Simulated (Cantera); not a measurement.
Charge: 1 mol SiHCl₃, 73 mol N₂, equilibrated at 1248.15 K and 0.345 Torr.

Cantera equilibrium calculation (NASA polynomials, part measured and part estimated; ideal gas, pure solids and liquids). N₂ is the only nitrogen source here; it is nearly inert below about 1500 K, so the nitride shown seldom forms there in practice. The tables' values for SiCl₃ are old estimates; treat these amounts as uncertain. Rates play no part.

```csv
species,before,after
N₂,0.977,0.824
HCl,0.0128,0.0994
SiCl₄,0.00300,0.0394
SiCl₃,0.00151,0.0107
SiCl₂,0.00546,0.0210
SiHCl₃,2.57e-6,7.66e-5
H₂,0.000311,0.00548
Cl,1.35e-5,2.51e-5
"Si₃N₄(s), mol",0.0856,0.119
```
Gas species are given as mole fractions.

Q: Name the change that produced these shifts.
A. temperature from 1248.15 K to 725 K
B. temperature from 1248.15 K to 1475 K
C. temperature from 1248.15 K to 900 K
D. N₂ from 73 to 7.7 mol

A: D, N₂ from 73 to 7.7 mol
